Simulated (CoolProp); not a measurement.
Model: reference Helmholtz-energy equation of state, Gao 2016, in CoolProp.

Q: For sulfur dioxide, give the phase and the density (kg/m³), Joule-Thomson coefficient (K/MPa), isothermal compressibility (1/MPa), fugacity coefficient at 165.85 °C and 991 kPa; 204.55 °C and 991 kPa.

A: 
- 165.85 °C and 991 kPa: gas; density 18.2, Joule-Thomson coefficient 11.8, isothermal compressibility 1.05, fugacity coefficient 0.960
- 204.55 °C and 991 kPa: gas; density 16.5, Joule-Thomson coefficient 9.49, isothermal compressibility 1.04, fugacity coefficient 0.970
